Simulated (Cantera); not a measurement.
A freely propagating, adiabatic, planar premixed flame of 48.0 % H₂, 10.9 % O₂, 41.1 % N₂, unburnt at 425 K and 0.960 bar; mixture-averaged transport, grid criteria slope 0.08 and curve 0.16, no radiation.

Detailed kinetics in Cantera: the H2/O2 subset of GRI-Mech 3.0, which has no nitrogen chemistry. Burning velocities carry a grid error of a few per cent, more on coarse grids.

x: mole fraction of selected species; z is measured from the peak of heat release.

| z (mm) | T (K) | u (m/s) | x H₂ | x O₂ | x H₂O₂ | x OH | x H₂O | x H |
|---|---|---|---|---|---|---|---|---|
| -1.25 | 425 | 4.94 | 0.480 | 0.109 | <1e-8 | <1e-8 | <1e-8 | <1e-8 |
| -0.834 | 425 | 4.94 | 0.480 | 0.109 | <1e-8 | <1e-8 | <1e-8 | <1e-8 |
| -0.626 | 425 | 4.94 | 0.480 | 0.109 | <1e-8 | <1e-8 | <1e-8 | <1e-8 |
| -0.417 | 425 | 4.94 | 0.480 | 0.109 | <1e-8 | <1e-8 | 2.31e-7 | <1e-8 |
| -0.209 | 450 | 5.20 | 0.476 | 0.109 | 9.12e-6 | 4.07e-5 | 0.000672 | 5.62e-5 |
| -0.104 | 716 | 8.05 | 0.443 | 0.103 | 3.58e-5 | 0.000692 | 0.0218 | 0.00576 |
| 0 | 1117 | 12.2 | 0.363 | 0.0735 | 3.09e-6 | 0.00126 | 0.0891 | 0.0351 |
| 0.104 | 1395 | 15.1 | 0.280 | 0.0257 | 8.46e-7 | 0.00249 | 0.181 | 0.0682 |
| 0.209 | 1521 | 16.4 | 0.252 | [?] | [?] | 0.00260 | 0.220 | [?] |
| 0.417 | 1629 | 17.5 | 0.251 | 0.000505 | 2.90e-7 | 0.00273 | 0.232 | 0.0688 |
| 0.834 | 1736 | 18.5 | 0.259 | 0.000189 | 1.85e-7 | 0.00278 | 0.235 | 0.0546 |
| 1.67 | 1838 | 19.4 | 0.269 | 0.000114 | 1.01e-7 | 0.00254 | 0.237 | 0.0401 |
| 3.34 | 1924 | 20.2 | 0.276 | [?] | [?] | [?] | 0.239 | [?] |

### Question
Complete the blanks.

### Answer

- 0.209, x O₂: 0.00568
- 0.209, x H₂O₂: 4.54e-7
- 0.209, x H: 0.0766
- 3.34, x O₂: 5.84e-5
- 3.34, x H₂O₂: 5.03e-8
- 3.34, x OH: 0.00205
- 3.34, x H: 0.0275
